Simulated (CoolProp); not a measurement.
Properties of fluoroethane (R161) at several states (Tc = 375.2 K, pc = 5010 kPa, ω = 0.216).

The numbers come from the reference Helmholtz-energy equation of state, Wu 2012 in CoolProp.

```json
[
 {"T (K)": "380.4", "p (kPa)": "11.3", "phase": "gas", "density (kg/m³)": "0.1718", "isothermal compressibility (1/MPa)": "88.56", "expansivity (1/kK)": "2.635", "fugacity coefficient": "0.9992"},
 {"T (K)": "265.5", "p (kPa)": "1200", "phase": "liquid", "density (kg/m³)": "773.6", "isothermal compressibility (1/MPa)": "0.002306", "expansivity (1/kK)": "2.135", "fugacity coefficient": "0.2660"},
 {"T (K)": "161.6", "p (kPa)": "66", "phase": "liquid", "density (kg/m³)": "915.8", "isothermal compressibility (1/MPa)": "0.0006261", "expansivity (1/kK)": "1.408", "fugacity coefficient": "0.007734"},
 {"T (K)": "316.1", "p (kPa)": "991", "phase": "gas", "density (kg/m³)": "21.08", "isothermal compressibility (1/MPa)": "1.201", "expansivity (1/kK)": "5.276", "fugacity coefficient": "0.8772"}
]
```
